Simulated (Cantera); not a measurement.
A freely propagating, adiabatic, planar premixed flame of CH4 : O2 : N2 : CO2 = 1 : 2.2 : 8.26 : 1.3 (molar parts), equivalence ratio 0.91, unburnt at 300 K and 13300 Pa; mixture-averaged transport, grid criteria slope 0.08 and curve 0.16, no radiation.

Cantera simulation using GRI-Mech 3.0 (53 species, 325 reactions); the numbers are that mechanism's predictions, not measurements. Burning velocities carry a grid error of a few per cent, more on coarse grids.

x: mole fraction of selected species; z is measured from the peak of heat release.

| z (mm) | T (K) | u (m/s) | x CH4 | x O2 | x CO2 | x N2O | x HCO | x NO |
|---|---|---|---|---|---|---|---|---|
| -10.7 | 300 | 0.316 | 0.0783 | 0.172 | 0.102 | <1e-8 | <1e-8 | <1e-8 |
| -7.16 | 301 | 0.317 | 0.0782 | 0.172 | 0.102 | <1e-8 | <1e-8 | <1e-8 |
| -5.37 | 304 | 0.320 | 0.0779 | 0.172 | 0.102 | <1e-8 | <1e-8 | <1e-8 |
| -3.58 | 343 | 0.363 | 0.0752 | 0.169 | 0.101 | <1e-8 | <1e-8 | (withheld) |
| -1.79 | 701 | 0.752 | 0.0540 | 0.140 | 0.104 | <1e-8 | 8.01e-8 | (withheld) |
| -0.895 | 1074 | 1.16 | 0.0302 | 0.105 | 0.110 | <1e-8 | 3.53e-6 | (withheld) |
| 0 | 1421 | 1.54 | 0.00708 | 0.0634 | 0.121 | <1e-8 | 2.76e-5 | (withheld) |
| 0.895 | 1546 | 1.68 | 0.000451 | 0.0415 | 0.133 | 1.48e-8 | 6.69e-6 | (withheld) |
| 1.79 | 1575 | 1.71 | 1.61e-5 | 0.0351 | 0.141 | 1.82e-8 | 3.19e-7 | (withheld) |
| 3.58 | 1608 | 1.73 | 4.82e-8 | 0.0319 | 0.148 | 1.95e-8 | 1.27e-8 | (withheld) |
| 7.16 | 1651 | 1.77 | <1e-8 | 0.0298 | 0.152 | 2.05e-8 | <1e-8 | (withheld) |
| 14.3 | 1706 | 1.83 | <1e-8 | 0.0276 | 0.156 | 2.25e-8 | <1e-8 | (withheld) |
| 28.6 | 1764 | 1.88 | <1e-8 | 0.0250 | 0.160 | 2.54e-8 | <1e-8 | (withheld) |

Q: What belongs in the gaps?

A: 
- -3.58, x NO: 1.51e-8
- -1.79, x NO: 3.47e-7
- -0.895, x NO: 8.14e-7
- 0, x NO: 1.58e-6
- 0.895, x NO: 2.45e-6
- 1.79, x NO: 2.97e-6
- 3.58, x NO: 3.56e-6
- 7.16, x NO: 4.37e-6
- 14.3, x NO: 5.50e-6
- 28.6, x NO: 7.05e-6
